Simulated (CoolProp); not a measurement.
Vapour pressure (MPa) of R227EA: the reference equation beside estimates from Tc = 374.9 K, pc = 2.925 MPa, ω = 0.358.

Computed with CoolProp (reference Helmholtz-energy equation of state, Lemmon 2016).

```
T (K)  reference  Redlich-Kwong  Soave-Redlich-Kwong
-----  ---------  -------------  -------------------
264.2     0.1380         0.2706                    …
273.4     0.1972         0.3580               0.1976
282.6          …         0.4638               0.2755
291.8     0.3727         0.5899                    …
301       0.4957         0.7380               0.5001
310.2          …         0.9099               0.6542
319.4     0.8311          1.107               0.8414
328.6      1.052          1.332                    …
337.8      1.314              …                1.332
347        1.623          1.868                1.645
356.2      1.985              …                2.009
```

Task: Some entries are withheld; supply them.

Result: 
- 264.2, Soave-Redlich-Kwong: 0.1379
- 282.6, reference: 0.2743
- 291.8, Soave-Redlich-Kwong: 0.3751
- 310.2, reference: 0.6472
- 328.6, Soave-Redlich-Kwong: 1.066
- 337.8, Redlich-Kwong: 1.585
- 356.2, Redlich-Kwong: 2.183

Absolute difference from the reference over all 11 rows, mean and median: Redlich-Kwong 45.5 and 40.6 %, Soave-Redlich-Kwong 0.9 and 1.1 %.
